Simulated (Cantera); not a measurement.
Feed: 1 mol Si2H6, 44 mol H2, equilibrated at 13.3 mbar.

Method: chemical equilibrium by Gibbs-energy minimisation in Cantera with the NASA 1993 tables (ideal gas, pure condensed phases). Candidate condensed phases: Si; 9 gas species. The feed counts by its element totals alone. Kinetics and transport are ignored. All values below are at 1377 °C.

Base state: H2 0.999, H 0.000786, Si 2.01e-5 (mole fractions); condensed: Si(s).

Task: What changes in the equilibrium state with this change: pressure from 13.3 mbar to 1.90 mbar?

Result: 
```tsv
species	before	after
H2	0.999	0.998
H	0.000786	0.00208
Si	2.01e-5	0.000141
SiH	4.24e-6	1.12e-5
Si(s), mol	2.00	1.99
```
